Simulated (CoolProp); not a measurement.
Model: reference Helmholtz-energy equation of state, Wu 2012, in CoolProp.

Question: Give the vapour pressure (bar), liquid density (kg/m³), enthalpy of vaporisation (kJ/kg), liquid cp (kJ/(kg K)) of saturated fluoroethane (R161) at 262, 268.2, 283.6 K.

Answer: 
```tsv
T (K)	p (bar)	liquid density (kg/m³)	enthalpy of vaporisation (kJ/kg)	liquid cp (kJ/(kg K))
262	2.97	778	394	2.07
268.2	3.70	768	386	2.10
283.6	6.08	740	364	2.19
```
